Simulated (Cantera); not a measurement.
Feed: 1 mol CHF₃, 1.1 mol HCl, at 43.0 Pa.

Cantera equilibrium calculation (NASA polynomials, part measured and part estimated; ideal gas, pure solids and liquids). Candidate condensed phases: C, C₆H₆, C₇H₈, C₈H₁₈; 118 gas species. Gases not in the tables: C₂F₆ and larger saturated fluorocarbons. Equilibrium is a limit: real reactors are often held back by kinetics, nucleation or transport.

Problem. At 1300 K, list the 7 most abundant gas species with their mole fractions, and the condensed phases.

Solution. HF 0.611, Cl 0.152, CF₄ 0.0927, HCl 0.0781, Cl₂ 0.0648, CClF₃ 0.000931, CF₂ 1.98e-5. Condensed: C(graphite).
